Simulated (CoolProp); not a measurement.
Vapour-liquid equilibrium of p-xylene (1) + n-decane (2) at 398.4 K; x and y are mole fractions of (1).

Model: multi-fluid Helmholtz-energy mixture model, Zhou 2012 and Lemmon 2006; pair parameters Bell 2016, in CoolProp.

```json
[
 {"x": "0.05", "bubble pressure (MPa)": "0.02679", "y at the bubble point": "0.140", "dew pressure at overall composition x (MPa)": "…", "liquid density (mol/L)": "4.634"},
 {"x": "0.2", "bubble pressure (MPa)": "0.03434", "y at the bubble point": "0.429", "dew pressure at overall composition x (MPa)": "0.02808", "liquid density (mol/L)": "4.920"},
 {"x": "0.35", "bubble pressure (MPa)": "0.04149", "y at the bubble point": "0.610", "dew pressure at overall composition x (MPa)": "0.03190", "liquid density (mol/L)": "5.241"},
 {"x": "0.5", "bubble pressure (MPa)": "0.04835", "y at the bubble point": "0.738", "dew pressure at overall composition x (MPa)": "0.03685", "liquid density (mol/L)": "5.603"},
 {"x": "0.65", "bubble pressure (MPa)": "0.05503", "y at the bubble point": "0.835", "dew pressure at overall composition x (MPa)": "0.04343", "liquid density (mol/L)": "6.012"},
 {"x": "0.8", "bubble pressure (MPa)": "0.06164", "y at the bubble point": "…", "dew pressure at overall composition x (MPa)": "0.05246", "liquid density (mol/L)": "6.479"},
 {"x": "0.95", "bubble pressure (MPa)": "…", "y at the bubble point": "0.980", "dew pressure at overall composition x (MPa)": "…", "liquid density (mol/L)": "7.016"}
]
```

Question: Complete the blanks.

Answer: 
- 0.05, dew pressure at overall composition x (MPa): 0.02505
- 0.8, y at the bubble point: 0.913
- 0.95, bubble pressure (MPa): 0.06826
- 0.95, dew pressure at overall composition x (MPa): 0.06515

No azeotrope shows between x = 0.05 and 0.95.

The pair parameters rest on a limited set of measurements; away from them the model extrapolates.
